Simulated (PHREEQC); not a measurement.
A solution holds 0.0019 mol/kgw FeCl3, 0.00038 mol/kgw CuCl2 and 0.017 mol/kgw HCl, at 40 °C. Closed to the air; pH follows from the charge balance.

Computed with PHREEQC (ion-association model, phreeqc.dat).

This is a speciation only: nothing precipitates in the calculation.

Q: Predict the pH, ionic strength.

A: pH 1.81; ionic strength 0.0270 mol/kgw.

Q: In which forms is Cu present?

A: Cu+2 94 %, CuCl+ 6.4 % of the Cu.

Saturation is exceeded, for instance for Hematite (slow to form), Goethite (slow to form); the values hold only as long as no solid forms. Constants without temperature data keep their 25 °C values here.
